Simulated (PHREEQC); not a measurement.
A solution holds 0.0021 mol NaH2PO4 and 0.0033 mol HNO3 per kg of water, at 50 °C. Closed to the air; pH follows from the charge balance.

Model: ion-association model, phreeqc.dat, run in PHREEQC.

```
Quantity                        Value
--------------------  ---------------
pH                               2.61
ionic strength        0.00475 mol/kgw
specific conductance       2030 µS/cm
total alkalinity         -3.30 meq/kg
```

| species | molality | activity | log γ |
|---|---|---|---|
| NO3- | 0.00330 | 0.00305 | -0.034 |
| H+ | 0.00265 | 0.00247 | -0.031 |
| Na+ | 0.00210 | 0.00194 | -0.033 |
| H2PO4- | 0.00145 | 0.00135 | -0.033 |
| H3PO4 | 0.000646 | 0.000647 | 0.000 |
| HPO4-2 | 5.22e-8 | 3.85e-8 | -0.132 |

Precipitation was switched off in this run. At this temperature some constants are extrapolated from 25 °C, and those without enthalpy data are left unchanged.
